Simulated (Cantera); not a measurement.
A perfectly stirred reactor is fed with H2 : O2 : N2 = 1 : 0.417 : 1.57 (molar parts), at 42000 Pa; it is adiabatic with a 475 K inlet, and is followed from long to short residence time, starting on the burning branch (τ in s: 0.14, 0.047, 0.016, 0.0055, 0.0019, 0.00064, 0.00022, 7.4e-05, 2.5e-05).

Model: GRI-Mech 3.0 (53 species, 325 reactions), integrated in Cantera.

One state of this run: T (K) = 2085; x H2 = 0.0741; x O2 = 0.00831; x N2O = 1.63e-8; x NO2 = 2.51e-9; x H = 0.0344. x: mole fraction; the columns are a selection and need not sum to one.

Task: Which value of τ (s) does it belong to?
A) 0.016
B) 0.0019
C) 2.5e-5
D) 7.4e-5

Result: B, 0.0019
